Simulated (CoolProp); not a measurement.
Model: reference Helmholtz-energy equation of state, Gao 2020, in CoolProp.

Task: Give the vapour pressure (MPa), liquid density (kg/m³), vapour density (kg/m³), vapour viscosity (µPa s) of saturated ammonia at 270.1, 337.4, 371 K.

Result: 
| T (K) | p (MPa) | liquid density (kg/m³) | vapour density (kg/m³) | vapour viscosity (µPa s) |
|---|---|---|---|---|
| 270.1 | 0.382 | 643 | 3.10 | 8.96 |
| 337.4 | 2.90 | 537 | 22.8 | 11.2 |
| 371 | 6.00 | 463 | 53.1 | 13.1 |

Viscosity comes from a separate model (Fenghour 1995).
